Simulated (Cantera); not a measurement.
# Ignition delay

Mixture: CH₄ : CO : O₂ : N₂ = 1 : 3.1 : 3.88 : 14.6 (molar parts), equivalence ratio 0.91, at 6.60 bar, adiabatic and at constant pressure. Ignition delay is the time to a rise of 400 K.

Detailed kinetics in Cantera: GRI-Mech 3.0 (53 species, 325 reactions).

| T0 (K) | delay (ms) |
|---|---|
| 1250 | 4.56 |
| 1325 | 1.65 |
| 1400 | 0.652 |
| 1475 | 0.283 |
| 1550 | 0.135 |
| 1625 | 0.0699 |
| 1700 | 0.0393 |
| 1775 | 0.0236 |
| 1850 | 0.0149 |
| 1925 | 0.00990 |

```
Quantity                                                 Value
--------------------------------------------------  ----------
apparent activation energy between 1775 and 1925 K  160 kJ/mol
```
